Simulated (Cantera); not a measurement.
Adiabatic ignition

An adiabatic, constant-volume homogeneous reactor starts with CH4 : O2 : N2 = 1 : 2.44 : 23.7 (molar parts), equivalence ratio 0.82, at 1600 K and 760 Torr.

Model: GRI-Mech 3.0 (53 species, 325 reactions), integrated in Cantera.

```csv
t (s),T (K),P (bar),x CH4,x O2,x O,x C2H2,x CH3
6.00e-6,1600,1.01,0.0368,0.0899,2.36e-8,<1e-12,1.24e-6
1.60e-5,1600,1.01,0.0368,0.0899,2.89e-8,<1e-12,3.72e-6
4.29e-5,1600,1.01,0.0368,0.0899,4.51e-8,3.07e-12,1.13e-5
0.000115,1600,1.01,0.0368,0.0899,1.05e-7,2.50e-10,3.89e-5
0.000307,1600,1.01,0.0365,0.0897,4.28e-7,3.32e-8,0.000161
0.000819,1675,1.07,0.0247,0.0808,2.55e-5,8.63e-5,0.00144
0.00219,2472,1.58,<1e-12,0.0181,0.00145,<1e-12,<1e-12
0.00586,2472,1.58,<1e-12,0.0173,0.00133,<1e-12,<1e-12
0.0157,2467,1.57,<1e-12,0.0162,0.00126,<1e-12,<1e-12
0.0419,2463,1.57,<1e-12,0.0155,0.00121,<1e-12,<1e-12
0.112,2463,1.57,<1e-12,0.0155,0.00120,<1e-12,<1e-12
0.299,2463,1.57,<1e-12,0.0155,0.00120,<1e-12,<1e-12
0.800,2463,1.57,<1e-12,0.0155,0.00120,<1e-12,<1e-12
```
x: mole fraction; the columns are a selection and need not sum to one.

time of steepest temperature rise: 0.875 ms
temperature at 0.800 s: 2463 K
equilibrium temperature: 2463 K
x(CH4) at 0.800 s: <1e-12 (gas-phase equilibrium <1e-12)
x(O2) at 0.800 s: 0.0155 (gas-phase equilibrium 0.0155)
x(O) at 0.800 s: 0.00120 (gas-phase equilibrium 0.00120)
